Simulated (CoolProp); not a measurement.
Benzene at 463.15 K and 9.17 MPa flows at 0.11 m/s in a round tube of 10 mm bore and 0.25 µm roughness, fully developed (64/Re and Nu = 3.66 if laminar; Colebrook and Gnielinski if turbulent). Each further row changes one setting.

Values from CoolProp's reference Helmholtz-energy equation of state, Thol 2012.

```csv
case,Reynolds number,Darcy friction factor,pressure drop (Pa/m),heat-transfer coefficient (W/(m² K)),mass flow (kg/h)
as stated,5330,0.0367,15.5,317,21.7
velocity 0.22 m/s,10700,0.0304,51.4,614,43.5
diameter 20 mm,10700,0.0304,6.43,307,86.9
```

Viscosity comes from a separate model (Avgeri 2014). Thermal conductivity comes from a separate model (Assael 2012).
